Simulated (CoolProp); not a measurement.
Values from CoolProp's reference Helmholtz-energy equation of state, Fiedler 2023.

For tetrahydrofuran, give the phase and the density (kg/m³), cv (kJ/(kg K)), Joule-Thomson coefficient (K/MPa), fugacity coefficient at 266.9 K and 1.06 MPa.


- 266.9 K and 1.06 MPa: liquid; density 917, cv 1.11, Joule-Thomson coefficient -0.465, fugacity coefficient 0.00442
